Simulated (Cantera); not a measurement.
Charge: 1 mol AlN, 0.46 mol O2, 0.59 mol H2, held at 17.0 mbar.

Equilibrium computed with Cantera from the NASA thermochemical tables; the gas is ideal and each condensed phase is pure. Candidate condensed phases: Al, AlN, Al2O3, H2O; 35 gas species. Mutual solubility and eutectic melting of coexisting phases are not modelled. The numbers say what is thermodynamically allowed, not how fast it happens. All values below are at 1323 K.

Base state: H2 0.658, N2 0.342 (mole fractions); condensed: AlN(s) + Al2O3(s).

Q: What changes in the equilibrium state with this change: O2 from 0.46 to 5.5 mol?

A: 
| species | before | after |
|---|---|---|
| O2 | <1e-9 | 0.803 |
| H2O | 1.06e-6 | 0.106 |
| N2 | 0.342 | 0.0900 |
| H2 | 0.658 | 1.18e-7 |
| NO | <1e-9 | 0.000303 |
| OH | <1e-9 | 5.45e-5 |
| AlN(s), mol | 0.387 | 0 |
| Al2O3(s), mol | 0.307 | 0.500 |
